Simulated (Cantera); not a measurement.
Cantera run, input and output.

```python
import numpy as np
import cantera as ct

gas = ct.Solution("gri30.yaml")
gas.TPX = 1125, 930000, {'CH4': 1, 'O2': 1.33, 'N2': 10}
reactor = ct.IdealGasConstPressureReactor(gas, energy="on", clone=False)
net = ct.ReactorNet([reactor])
net.rtol, net.atol = 1e-08, 1e-16
show = ['CH4', 'O2', 'CH2O', 'NO', 'CH2CO', 'C2H', 'H']
times = np.geomspace(3e-06, 2, 11)

steps = ct.SolutionArray(gas, extra=["t"])
rows = []
print(f"{'t/s':>10s}{'T/K':>9s}{'P/Pa':>11s}" + "".join(f"{s:>11s}" for s in show))
for t in times:
    while net.time < t:
        t_next = net.step()
        steps.append(gas.state, t=t_next)
    rows.append([np.interp(t, steps.t, y) for y in (steps.T, steps.P, *steps(*show).X.T)])
    print(f"{t:10.3e}{rows[-1][0]:9.1f}{rows[-1][1]:11.4g}" + "".join(f"{x:11.3e}" for x in rows[-1][2:]))
rate = np.gradient(steps.T, steps.t)
print("integrator steps:", len(steps.t))
if steps.T.max() > steps.T[0] + 200:
    print(f"time of steepest temperature rise: {steps.t[rate.argmax()]:.4e} s")
gas.TPX = 1125, 930000, {'CH4': 1, 'O2': 1.33, 'N2': 10}
gas.equilibrate("HP")
print(f"equilibrium (HP): T = {gas.T:.1f} K  " + "  ".join(f"{s} {gas[s].X[0]:.3e}" for s in show))
```

Output:

```
       t/s      T/K       P/Pa        CH4         O2       CH2O         NO      CH2CO        C2H          H
 3.000e-06   1125.0    9.3e+05  8.110e-02  1.079e-01  1.207e-11  1.388e-23  6.739e-27  1.874e-39  3.857e-13
 1.147e-05   1125.0    9.3e+05  8.110e-02  1.079e-01  1.801e-10  1.746e-22  1.464e-23  2.666e-36  8.028e-13
 4.384e-05   1125.0    9.3e+05  8.110e-02  1.079e-01  2.786e-09  2.536e-21  1.774e-20  3.868e-33  2.735e-12
 1.676e-04   1125.0    9.3e+05  8.110e-02  1.079e-01  5.105e-08  4.515e-20  2.674e-17  1.275e-29  1.601e-11
 6.407e-04   1125.0    9.3e+05  8.110e-02  1.079e-01  1.269e-06  1.239e-18  8.174e-14  1.462e-25  1.297e-10
 2.449e-03   1125.1    9.3e+05  8.108e-02  1.079e-01  1.326e-05  1.634e-17  2.157e-11  6.272e-23  2.672e-10
 9.364e-03   1125.9    9.3e+05  8.092e-02  1.077e-01  8.567e-05  1.777e-16  1.685e-09  1.206e-20  9.528e-10
 3.580e-02   2056.2    9.3e+05  4.885e-05  8.847e-08  1.139e-07  1.270e-05  9.042e-08  2.244e-09  1.700e-04
 1.369e-01   2055.8    9.3e+05  1.653e-10  9.098e-08  9.982e-09  9.516e-06  8.667e-14  1.882e-18  1.733e-04
 5.232e-01   2055.9    9.3e+05  1.648e-10  9.103e-08  9.981e-09  5.974e-06  8.635e-14  1.875e-18  1.733e-04
 2.000e+00   2055.9    9.3e+05  1.647e-10  9.103e-08  9.981e-09  5.807e-06  8.634e-14  1.875e-18  1.733e-04
integrator steps: 2418
time of steepest temperature rise: 3.1344e-02 s
equilibrium (HP): T = 2055.9 K  CH4 1.845e-10  O2 9.103e-08  CH2O 9.981e-09  NO 5.807e-06  CH2CO 9.616e-14  C2H 2.088e-18  H 1.733e-04
```

Cantera simulation using GRI-Mech 3.0 (53 species, 325 reactions); the numbers are that mechanism's predictions, not measurements.
